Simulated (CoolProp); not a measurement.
Saturation properties of n-decane.

The numbers come from the reference Helmholtz-energy equation of state, Lemmon 2006 in CoolProp. It is a short technical equation, of lower accuracy than the large ones.

```json
[
 {"T (°C)": "130.75", "p (kPa)": "29.03", "liquid density (kg/m³)": "642.0", "vapour density (kg/m³)": "1.263"},
 {"T (°C)": "143.65", "p (kPa)": "43.54", "liquid density (kg/m³)": "631.0", "vapour density (kg/m³)": "1.853"},
 {"T (°C)": "156.55", "p (kPa)": "63.38", "liquid density (kg/m³)": "619.7", "vapour density (kg/m³)": "2.645"},
 {"T (°C)": "169.45", "p (kPa)": "89.84", "liquid density (kg/m³)": "608.2", "vapour density (kg/m³)": "3.690"},
 {"T (°C)": "182.45", "p (kPa)": "124.6", "liquid density (kg/m³)": "596.1", "vapour density (kg/m³)": "5.054"},
 {"T (°C)": "195.35", "p (kPa)": "168.8", "liquid density (kg/m³)": "583.8", "vapour density (kg/m³)": "6.783"},
 {"T (°C)": "208.25", "p (kPa)": "224.3", "liquid density (kg/m³)": "570.9", "vapour density (kg/m³)": "8.968"},
 {"T (°C)": "221.15", "p (kPa)": "292.9", "liquid density (kg/m³)": "557.4", "vapour density (kg/m³)": "11.70"},
 {"T (°C)": "234.05", "p (kPa)": "376.6", "liquid density (kg/m³)": "543.2", "vapour density (kg/m³)": "15.12"},
 {"T (°C)": "246.95", "p (kPa)": "477.5", "liquid density (kg/m³)": "528.0", "vapour density (kg/m³)": "19.37"},
 {"T (°C)": "259.95", "p (kPa)": "598.9", "liquid density (kg/m³)": "511.6", "vapour density (kg/m³)": "24.72"},
 {"T (°C)": "272.85", "p (kPa)": "741.4", "liquid density (kg/m³)": "493.7", "vapour density (kg/m³)": "31.42"},
 {"T (°C)": "285.75", "p (kPa)": "908.8", "liquid density (kg/m³)": "473.9", "vapour density (kg/m³)": "39.97"},
 {"T (°C)": "298.65", "p (kPa)": "1104", "liquid density (kg/m³)": "451.1", "vapour density (kg/m³)": "51.20"}
]
```

It boils at 174.1 °C under 1 atm.
